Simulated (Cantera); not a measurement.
## Silicon oxide and oxynitride deposition: SiF4 + H2O + H2

Charge: 1 mol SiF4, 4.6 mol H2O, a varied amount of H2, held at 975 K and 0.150 Torr.

These are equilibrium values from Cantera (NASA tables, ideal gas, pure condensed phases), not measurements of a reactor. Candidate condensed phases: H2O, Si, SiO2; 38 gas species. Kinetics and transport are ignored.

```tsv
n(H2) (mol)	log p H2	log p HF	log p H2O	log p SiF4	log p H	n SiO2(β-quartz)
4.6	-4.09	-4.15	-4.33	-7.12	-10.98	0.996
7.1	-3.98	-4.24	-4.42	-7.30	-10.93	0.997
11	-3.90	-4.34	-4.53	-7.51	-10.89	0.997
17	-3.84	-4.47	-4.66	-7.77	-10.86	0.998
27	-3.79	-4.62	-4.81	-8.07	-10.84	0.999
41	-3.76	-4.77	-4.96	-8.37	-10.82	0.999
64	-3.74	-4.95	-5.13	-8.71	-10.81	0.999
```
log p: log10 of the partial pressure in bar; n: condensed amount in mol.

From 4.6 mol H2 to 64 mol H2 the condensed part is SiO2(β-quartz). The main Si-bearing gas is SiF4 throughout.
